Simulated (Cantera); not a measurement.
An isothermal, constant-pressure homogeneous reactor starts with N2O : H2O = 1 : 0.032 (molar parts), at 1375 K and 0.0263 atm.

Cantera simulation using GRI-Mech 3.0 (53 species, 325 reactions); the numbers are that mechanism's predictions, not measurements. GRI-Mech 3.0 was tuned for natural gas; its chemistry of N2O as a main component is partial and can be far from experiment. Radical loss at walls, strong at low pressure, is not modelled. The mechanism lacks the step 2 NO + O2 → 2 NO2, which can matter for NO2 below about 1400 K. The temperature is held fixed by assumption; the heat of reaction is taken as removed at once.

x: mole fraction; the columns are a selection and need not sum to one.

| t (s) | x N2O | x H2O | x H2O2 | x NO | x O | x N2 | x HO2 |
|---|---|---|---|---|---|---|---|
| 0.000800 | 0.969 | 0.0310 | 5.53e-10 | 3.89e-5 | 2.11e-5 | 0.000219 | ___ |
| 0.00277 | 0.968 | 0.0310 | 2.86e-8 | 0.000152 | 2.09e-5 | 0.000806 | ___ |
| 0.00961 | 0.964 | 0.0309 | 1.50e-7 | 0.000525 | 2.08e-5 | 0.00287 | ___ |
| 0.0333 | 0.953 | 0.0308 | 7.64e-8 | 0.00173 | 2.06e-5 | 0.0101 | ___ |
| 0.115 | 0.914 | 0.0304 | 2.96e-8 | 0.00575 | 1.98e-5 | 0.0340 | ___ |
| 0.400 | 0.796 | 0.0292 | 8.24e-9 | 0.0183 | 1.91e-5 | 0.107 | ___ |
| 1.39 | 0.514 | 0.0262 | 2.37e-9 | 0.0484 | 1.84e-5 | 0.282 | ___ |
| 4.80 | 0.143 | 0.0223 | 1.14e-9 | 0.0871 | 1.73e-5 | 0.513 | ___ |
| 16.7 | 0.00427 | 0.0209 | 5.27e-10 | 0.100 | 8.26e-6 | 0.600 | ___ |
| 57.7 | 3.82e-6 | 0.0209 | 1.70e-10 | 0.100 | 2.07e-6 | 0.603 | 1.66e-8 |
| 200 | 2.28e-6 | 0.0209 | 1.70e-10 | 0.0999 | 2.07e-6 | 0.603 | 1.66e-8 |

What belongs in the gaps?


- 0.000800, x HO2: 6.78e-7
- 0.00277, x HO2: 6.74e-6
- 0.00961, x HO2: 1.44e-5
- 0.0333, x HO2: 1.01e-5
- 0.115, x HO2: 5.94e-6
- 0.400, x HO2: 2.52e-6
- 1.39, x HO2: 7.02e-7
- 4.80, x HO2: 1.09e-7
- 16.7, x HO2: 1.45e-8
